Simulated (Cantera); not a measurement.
## Thermodynamics of silicon nitride deposition, feed SiH2Cl2 + NH3 + H2

Charge: 1 mol SiH2Cl2, a varied amount of NH3, 35 mol H2, held at 0.110 bar.

Equilibrium computed with Cantera from the NASA thermochemical tables; the gas is ideal and each condensed phase is pure. Candidate condensed phases: NH4Cl, Si, Si3N4; 28 gas species. Mutual solubility and eutectic melting of coexisting phases are not modelled. The tables' values for SiCl3 are old estimates. Equilibrium is a limit: real reactors are often held back by kinetics, nucleation or transport.

Stable condensed phases:

```
T in K \ n(NH3) in mol
         5.6 9.4  13  17  20  24  28
   1973    A   A   A   A   A   A   A
   1823    A   A   A   B   C   C   C
   1673    C   C   C   C   C   C   C
   1523    C   C   C   C   C   C   C
   1373    C   C   C   C   C   C   C
   1223    C   C   C   C   C   C   C
   1073    C   C   C   C   C   C   C
    923    C   C   C   C   C   C   C
    773    C   C   C   C   C   C   C
```

A: Si; B: Si + Si3N4; C: Si3N4.
